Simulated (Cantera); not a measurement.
An isothermal, constant-pressure homogeneous reactor starts with N2O : H2O = 1 : 0.031 (molar parts), at 1325 K and 0.0553 atm.

Detailed kinetics in Cantera: GRI-Mech 3.0 (53 species, 325 reactions). GRI-Mech 3.0 was tuned for natural gas; its chemistry of N2O as a main component is partial and can be far from experiment. The mechanism lacks the step 2 NO + O2 → 2 NO2, which can matter for NO2 below about 1400 K. The temperature is held fixed by assumption; the heat of reaction is taken as removed at once.

x: mole fraction; the columns are a selection and need not sum to one.

```tsv
t (s)	x N2O	x H2O	x O2	x H2	x NO2	x NO
5.00e-5	0.970	0.0301	1.86e-6	<1e-12	<1e-12	7.12e-7
0.000271	0.970	0.0301	(withheld)	1.34e-10	8.50e-11	(withheld)
0.00147	0.969	0.0301	0.000184	1.45e-8	1.06e-7	6.99e-5
0.00794	0.966	0.0300	0.00107	2.33e-7	1.73e-5	0.000374
0.0430	0.949	0.0298	0.00587	3.55e-7	0.000210	0.00187
0.233	0.865	0.0290	0.0302	1.74e-7	0.000589	0.00957
1.26	(withheld)	(withheld)	(withheld)	1.64e-7	(withheld)	(withheld)
6.82	0.0762	0.0210	0.260	2.35e-7	0.000119	0.0809
36.9	0.000129	0.0202	0.284	2.38e-8	0.000215	0.0856
200	1.67e-6	0.0202	0.284	2.17e-8	0.000230	0.0855
```

### Question
What belongs in the gaps?

### Answer

- 0.000271, x O2: 2.66e-5
- 0.000271, x NO: 1.01e-5
- 1.26, x N2O: 0.546
- 1.26, x H2O: 0.0257
- 1.26, x O2: 0.123
- 1.26, x NO2: 0.000492
- 1.26, x NO: 0.0390
